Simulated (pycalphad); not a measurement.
Phase fractions of Al-15.07Mn-3.895Si (wt.%)

CALPHAD calculation (pycalphad, COST 507 light-alloy database (1999)), 1 atm. The data set is of 1999 and partly superseded. Amounts are mole fractions of atoms. Diffusion is slow at the low end, where real alloys seldom reach equilibrium.

```csv
T (K),liquid,ALMNSI_BETA,ALMNSI_ALPHA,fcc
1150,1.000,-,-,-
1100,0.857,0.143,-,-
1050,0.771,0.229,-,-
1000,0.721,0.279,-,-
950,0.584,-,0.416,-
900,-,-,0.450,0.550
850,-,-,(withheld),(withheld)
800,-,-,0.459,0.541
750,-,-,0.460,0.540
700,-,-,0.461,0.539
650,-,-,0.462,0.538
600,-,-,0.462,0.538
550,-,-,0.462,0.538
500,-,-,0.462,0.538
```

Question: Complete the blanks.

Answer: 
- 850, ALMNSI_ALPHA: 0.456
- 850, fcc: 0.544

Database names, with the compositions (at.%) that they take in these runs: ALMNSI_BETA: Al 69 Mn 23 Si 8; ALMNSI_ALPHA: Al 74 Mn 17 Si 8.
